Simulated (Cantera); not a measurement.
Feed: 1 mol Cu2O, 1800 mol H2, 0.4 mol H2O, equilibrated at 1.65 Torr.

Method: chemical equilibrium by Gibbs-energy minimisation in Cantera with the NASA 1993 tables (ideal gas, pure condensed phases). Candidate condensed phases: Cu, CuO, Cu(OH)2, Cu2O, H2O; 12 gas species. The numbers say what is thermodynamically allowed, not how fast it happens. All values below are at 1400 K.

Base state: H2 0.999, H2O 0.000777, Cu 0.000613, H 0.000104 (mole fractions); condensed: Cu(l).

Problem. What changes in the equilibrium state with this change: pressure from 1.65 Torr to 0.0825 Torr?

Solution. 
```tsv
species	before	after
H2	0.999	0.998
Cu	0.000613	0.00111
H2O	0.000777	0.000777
H	0.000104	0.000463
Cu(l), mol	0.895	0
```

Problem. What changes in the equilibrium state with this change: pressure from 1.65 Torr to 1 atm?

Solution. 
```tsv
species	before	after
H2	0.999	0.999
H2O	0.000777	0.000778
H	0.000104	4.83e-6
Cu	0.000613	1.33e-6
Cu(l), mol	0.895	2.00
```
